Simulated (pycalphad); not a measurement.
Computed with pycalphad from the COST 507 light-alloy database (1999), at 1 atm. These are 1990s assessments: newer ones move some temperatures and phases. Phase fractions are per mole of atoms.

Give the equilibrium state of Si-48.4Ti (at.%) at 1427 °C.

SITI, fraction 0.904, with 50.0 Ti at.%; SI2TI, fraction 0.096, with 33.3 Ti at.%.

Give the equilibrium state of Si-48.4Ti (at.%) at 1652 °C.

LIQUID, fraction 0.507, with 41.4 Ti at.%; SI4TI5, fraction 0.493, with 55.6 Ti at.%.

Database names, with the compositions (at.%) that they take in these runs: SI4TI5: Ti 56 Si 44; SITI: Si 50 Ti 50; SI2TI: Si 67 Ti 33.
